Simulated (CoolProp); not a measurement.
Oxygen along the isotherm 157.8 K: Z from the reference equation and from simpler models built on Tc = 154.6 K, pc = 5.046 MPa, ω = 0.022; each cubic takes its own stable root.

Values from CoolProp's reference Helmholtz-energy equation of state, Schmidt 1985.

```
p (MPa)          phase  reference  Redlich-Kwong  Peng-Robinson
-------  -------------  ---------  -------------  -------------
4.59               gas     0.6036         0.6046         0.5769
9.18     supercritical     0.3096         0.3391         0.3066
13.8     supercritical     0.4227         0.4464         0.4022
18.4     supercritical     0.5342         0.5533         0.4978
22.9     supercritical     0.6407         0.6552         0.5893
27.5     supercritical     0.7468         0.7568         0.6806
32.1     supercritical     0.8507         0.8563         0.7701
36.7     supercritical     0.9526         0.9540         0.8580
41.3     supercritical      1.053          1.050         0.9445
45.9     supercritical      1.151          1.145          1.030
50.5     supercritical      1.248          1.238          1.114
```
